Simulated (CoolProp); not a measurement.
Model: reference Helmholtz-energy equation of state, Bücker 2006, in CoolProp.

Task: For isobutane, give the phase and the speed of sound (m/s), Joule-Thomson coefficient (K/MPa), isothermal compressibility (1/MPa) at 355.1 K and 13.6 bar; 355.1 K and 18.1 bar.

Result: 
- 355.1 K and 13.6 bar: gas; speed of sound 181, Joule-Thomson coefficient 19.0, isothermal compressibility 1.08
- 355.1 K and 18.1 bar: liquid; speed of sound 506, Joule-Thomson coefficient 0.333, isothermal compressibility 0.0127
